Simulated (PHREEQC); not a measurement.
Consider water at 25 °C with 0.035 mol/kgw HF, 0.0005 mol/kgw (NH4)2SiF6 and 0.0098 mol/kgw H3PO4. Closed to the air; pH follows from the charge balance.

The numbers come from PHREEQC with the ion-association model, phreeqc.dat.

```csv
quantity,before,after
pH,2.12,2.33
ionic strength (mol/kgw),0.00980,0.00657
HF (mol/kgw),0.0312,0.0294
F- (mol/kgw),0.00305,0.00456
HF2- (mol/kgw),0.000366,0.000515
```

Q: Which change was made?
A. temperature from 25 to 80 °C
B. (NH4)2SiF6 from 0.0005 to 5e-05 mol/kgw
C. H3PO4 left out
D. HF from 0.035 to 0.0315 mol/kgw
E. temperature from 25 to 40 °C

A: C, H3PO4 left out

No solid was allowed to form. SiF6-2 is the database's only silicon fluoride.
